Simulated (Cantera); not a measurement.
Input: 1 mol CuO, a varied amount of H2, 5.2 mol N2, equilibrated at 1523.15 K and 0.495 Torr.

These are equilibrium values from Cantera (NASA tables, ideal gas, pure condensed phases), not measurements of a reactor. Candidate condensed phases: Cu, CuO, Cu(OH)2, Cu2O, H2O; 27 gas species. The numbers say what is thermodynamically allowed, not how fast it happens.

Question: What share of the Cu ends up in condensed phases as a function of n(H2) (mol), at 12, 17, 24, 33, 48, 68, 96, 140, 190, 280, 390, 560, 790?

Answer: 
| n(H2) (mol) | Cu condensed (%) | as |
|---|---|---|
| 12 | 67.9 | Cu(l) |
| 17 | 58.6 | Cu(l) |
| 24 | 45.5 | Cu(l) |
| 33 | 28.7 | Cu(l) |
| 48 | 0.8 | Cu(l) |
| 68 | 0.0 | - |
| 96 | 0.0 | - |
| 140 | 0.0 | - |
| 190 | 0.0 | - |
| 280 | 0.0 | - |
| 390 | 0.0 | - |
| 560 | 0.0 | - |
| 790 | 0.0 | - |
